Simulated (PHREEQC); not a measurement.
# Copper plating or etch bath: speciation

Dissolve 0.0013 mol/kgw Cu(BF4)2 and 0.042 mol/kgw H2SO4 at 38 °C. Closed to the air; pH follows from the charge balance.

All values are PHREEQC results (ion-association model, phreeqc.dat), not measurements.

Each row changes one thing in this solution. No solid was allowed to form.

```
case                                       pH  ionic strength (mol/kgw)  HF (mol/kgw)  H3BO3 (mol/kgw)  Cu+2 (mol/kgw)  F- (mol/kgw)
---------------------------------------  ----  ------------------------  ------------  ---------------  --------------  ------------
as made                                  1.36                    0.0646       0.00626          0.00156        0.000909       9.76e-5
diluted 100-fold with water              3.10                   0.00124       6.15e-5          2.60e-5         1.22e-5       4.25e-5
Cu(BF4)2 from 0.0013 to 0.0065 mol/kgw   1.36                    0.0765        0.0101          0.00240         0.00469      0.000160
H2SO4 left out                           3.08                   0.00472       0.00284          0.00109         0.00126       0.00193
diluted 10-fold with water               2.21                   0.00962      0.000945         0.000259        0.000103       9.05e-5
H2SO4 from 0.042 to 0.0084 mol/kgw       1.98                    0.0191       0.00504          0.00128        0.000982      0.000289
Cu(BF4)2 from 0.0013 to 0.00026 mol/kgw  1.36                    0.0630       0.00203         0.000515        0.000181       3.12e-5
H2SO4 from 0.042 to 0.0462 mol/kgw       1.33                    0.0698       0.00633          0.00158        0.000909       9.16e-5
```

Constants without temperature data keep their 25 °C values here. Real BF4- forms and hydrolyses slowly; the run takes it at equilibrium.
